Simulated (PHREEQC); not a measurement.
A solution holds 0.065 mol/kgw HNO3, 0.00063 mol/kgw AlCl3 and 0.00355 mol/kgw MnSO4, at 19 °C. Closed to the air; pH follows from the charge balance.

The numbers come from PHREEQC with the ion-association model, phreeqc.dat.

This is a speciation only: nothing precipitates in the calculation.

What pH, density, specific conductance does the model give?

pH 1.28; density 1.001 g/cm³; specific conductance 20100 µS/cm.

In which forms is Mn present?

Mn+2 97 %, MnSO4 2.7 % of the Mn.

Species that the database lacks are ignored.
